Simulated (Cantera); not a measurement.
# Thermodynamics of roasting and sulfation, feed FeS2 + SO2 + H2O

Charge: 1 mol FeS2, a varied amount of SO2, 0.19 mol H2O, held at 500 °C and 0.610 bar.

Cantera equilibrium calculation (NASA polynomials, part measured and part estimated; ideal gas, pure solids and liquids). Candidate condensed phases: Fe, FeO, Fe(OH)2, Fe(OH)3, FeS, FeSO4, FeS2, Fe2O3, Fe2(SO4)3, Fe3O4, H2O, H2SO4, S; 22 gas species. Gases not in the tables: S3 to S7. Rates play no part.

```csv
n(SO2) (mol),log p SO2,log p H2O,log p H2S,log p S2,n FeS2(s),n Fe3O4(s)
0.08,-0.74,-0.37,-2.65,-3.49,0.999,0.000231
0.15,-0.57,-0.47,-2.77,-3.40,0.999,0.000246
0.27,-0.45,-0.60,-2.91,-3.34,0.999,0.000278
0.51,-0.35,-0.78,-3.11,-3.29,0.999,0.000348
0.94,-0.30,-0.99,-3.32,-3.26,0.999,0.000478
1.7,-0.26,-1.21,-3.55,-3.25,0.998,0.000710
3.2,-0.24,-1.47,-3.81,-3.24,0.996,0.00117
```
log p: log10 of the partial pressure in bar; n: condensed amount in mol.

From 0.08 mol SO2 to 3.2 mol SO2 the condensed part is FeS2(s) + Fe3O4(s).
